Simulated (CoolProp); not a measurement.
Propane at 240.42 K and 0.0933 MPa is throttled through a valve to 0.0543 MPa with no heat exchange. Each further row changes one setting.

Values from CoolProp's reference Helmholtz-energy equation of state, Lemmon 2009.

| case | temperature change (K) | final density (kg/m³) |
|---|---|---|
| as stated | -1.3 | 1.23 |
| outlet pressure 0.0163 MPa | -2.5 | 0.365 |
| outlet pressure 0.0706 MPa | -0.8 | 1.60 |
